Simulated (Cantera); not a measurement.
What does this Cantera script print?

```python
import numpy as np
import cantera as ct

gas = ct.Solution("gri30.yaml")


def delay(T, t_max=10):
    gas.TPX = T, 101325, {'CO': 1, 'H2': 0.24, 'CH4': 1.1, 'O2': 5.42, 'N2': 20.4, 'CO2': 1.1}
    reactor = ct.IdealGasConstPressureReactor(gas, clone=False)
    net = ct.ReactorNet([reactor])
    net.rtol, net.atol = 1e-8, 1e-16
    while net.time < t_max:
        t_old, T_old = net.time, reactor.T
        net.step()
        if reactor.T > T + 400:  # ignition: a rise of 400 K
            return t_old + (T + 400 - T_old) / (reactor.T - T_old) * (net.time - t_old)
    return np.nan


taus = []
for T in [1275, 1350, 1425, 1500, 1575, 1650, 1725, 1800, 1875, 1950]:
    taus.append(delay(T))
    print(f"T0 = {T:6g} K   tau = {taus[-1]:.4e} s")
```

It prints:

```
T0 =   1275 K   tau = 2.2408e-03 s
T0 =   1350 K   tau = 1.1567e-03 s
T0 =   1425 K   tau = 6.4194e-04 s
T0 =   1500 K   tau = 3.8219e-04 s
T0 =   1575 K   tau = 2.4089e-04 s
T0 =   1650 K   tau = 1.5860e-04 s
T0 =   1725 K   tau = 1.0831e-04 s
T0 =   1800 K   tau = 7.8057e-05 s
T0 =   1875 K   tau = 6.0937e-05 s
T0 =   1950 K   tau = 5.1308e-05 s
```

Cantera simulation using GRI-Mech 3.0 (53 species, 325 reactions); the numbers are that mechanism's predictions, not measurements. Where the delays flatten at high temperature, the 400 K rule measures the pace of heat release, not the induction time.
